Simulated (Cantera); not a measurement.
Standard-state values (1 bar) from the NASA 1993 polynomials, evaluated with Cantera. Values are per mole of reaction as written; species without (g) are pure solids or liquids, kept so even where they would boil at 1 bar.

2 Li + O(g) = Li2O, with ΔH° = -847.9 kJ and ΔS° = -181.5 J/K at 300 K.

Q: How far is the shortcut ΔG° ≈ ΔH°(300 K) − T·ΔS°(300 K) from the full temperature-dependent value at 1250, 1400, 1550, 1700, 1850 K?

A: 
| T (K) | shortcut (kJ) | full (kJ) | difference (kJ) | difference in log10 K | condensed phases |
|---|---|---|---|---|---|
| 1250 | -621.1 | -603.0 | -18.0 | 0.75 | Li(l), Li2O(s) |
| 1400 | -593.8 | -573.0 | -20.8 | 0.78 | Li(l), Li2O(s) |
| 1550 | -566.6 | -543.3 | -23.3 | 0.79 | Li(l), Li2O(s) |
| 1700 | -539.4 | -513.8 | -25.6 | 0.79 | Li(l), Li2O(s) |
| 1850 | -512.2 | -484.8 | -27.4 | 0.77 | Li(l), Li2O(l) |
The shortcut ignores heat capacities and the phase changes listed.
